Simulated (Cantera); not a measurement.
A freely propagating, adiabatic, planar premixed flame of CH4 : O2 : N2 = 1 : 1.43 : 5.37 (molar parts), unburnt at 300 K and 3.40 bar; mixture-averaged transport, grid criteria slope 0.08 and curve 0.16, no radiation.

Detailed kinetics in Cantera: GRI-Mech 3.0 (53 species, 325 reactions). Burning velocities carry a grid error of a few per cent, more on coarse grids.

Task: What does this change do: inlet temperature 300 to 575 K?

Result: 
```tsv
quantity	before	after
laminar burning velocity	8.60 cm/s	37.1 cm/s
thermal thickness	0.482 mm	0.250 mm
peak x(CH2O)	0.00113	0.00122
peak x(CO)	0.0731	0.0769
peak x(C2H2)	0.00267	0.00230
peak x(C2H4)	0.00197	0.00205
```
